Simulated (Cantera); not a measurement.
Feed: 1 mol SiCl₄, 1 mol Cl₂, 0.32 mol H₂, held at 1302 °C and 1.00 bar.

Equilibrium computed with Cantera from the NASA thermochemical tables; the gas is ideal and each condensed phase is pure. Candidate condensed phases: Si; 19 gas species. The tables' values for SiCl₃ are old estimates; treat these amounts as uncertain. Kinetics and transport are ignored.

Base state: SiCl₄ 0.421, HCl 0.269, Cl₂ 0.262, Cl 0.0484, SiCl₃ 6.97e-5 (mole fractions); condensed: gas only.

What changes in the equilibrium state with this change: temperature from 1302 °C to 427 °C?


```csv
species,before,after
SiCl₄,0.421,0.431
Cl₂,0.262,0.293
HCl,0.269,0.276
Cl,0.0484,3.58e-7
SiCl₃,6.97e-5,<1e-9
```
